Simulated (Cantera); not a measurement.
## Transport properties of process gases

Gas mixture: CO : C₂H₆ = 0.63 : 0.29 (molar parts), at 0.278 Torr, frozen composition.

Cantera's kinetic-theory transport with the Lennard-Jones parameters of GRI-Mech 3.0, ideal gas; thermal conductivity in the mixture-averaged form.

| T (K) | ρ (kg/m³) | cp (J/kg/K) | μ (µPa s) | λ (mW/m/K) | Pr | D (cm²/s) H₂ | D (cm²/s) H₂O | D (cm²/s) O |
|---|---|---|---|---|---|---|---|---|
| 400 | 0.000319 | 1418 | 18.0 | 32.9 | 0.777 | 3110 | 931 | 1290 |
| 500 | 0.000255 | 1567 | 21.4 | 41.9 | 0.800 | 4540 | 1430 | 1900 |
| 600 | 0.000213 | 1710 | 24.4 | 50.9 | 0.821 | 6170 | 2010 | 2590 |
| 700 | 0.000182 | 1838 | 27.3 | 59.8 | 0.838 | 7990 | 2660 | 3370 |
| 800 | 0.000159 | 1950 | 30.0 | 68.6 | 0.852 | 9980 | 3390 | 4220 |
| 900 | 0.000142 | 2048 | 32.5 | 77.2 | 0.863 | 12100 | 4180 | 5140 |
| 1000 | 0.000128 | 2142 | 34.9 | 85.5 | 0.875 | 14500 | 5040 | 6130 |
D: mixture-averaged diffusion coefficient of that species in the mixture.
